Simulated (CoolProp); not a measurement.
Properties of ammonia along the isobar 4.62 MPa (Tc = 132.4 °C, pc = 11.36 MPa, ω = 0.256).

The numbers come from the reference Helmholtz-energy equation of state, Gao 2020 in CoolProp.

```csv
T (°C),phase,density (kg/m³),cv (kJ/(kg K)),Joule-Thomson coefficient (K/MPa),conductivity (mW/(m K)),Prandtl number,fugacity coefficient
-1.55,liquid,643.6,2.837,-0.1488,571,1.42,0.08642
25.55,liquid,?,2.780,-0.09235,491,1.29,0.2059
52.65,liquid,561.9,2.749,0.006744,415,1.25,0.4074
79.65,liquid,507.8,2.752,0.2171,340,1.33,0.6973
106.75,gas,32.24,2.374,11.14,41.7,1.27,0.8132
133.75,gas,27.89,2.169,9.320,46.0,1.03,?
160.85,gas,24.97,?,7.854,47.8,0.977,0.8852
187.95,gas,22.78,2.080,6.679,51.3,0.933,0.9079
214.95,gas,21.05,2.088,5.731,55.1,0.903,0.9253
```

### Question
Fill in the missing entries.

### Answer

- 25.55, density (kg/m³): 605.5
- 133.75, fugacity coefficient: 0.8549
- 160.85, cv (kJ/(kg K)): 2.097

Viscosity comes from a separate model (Fenghour 1995). Thermal conductivity comes from a separate model (Tufeu 1984).
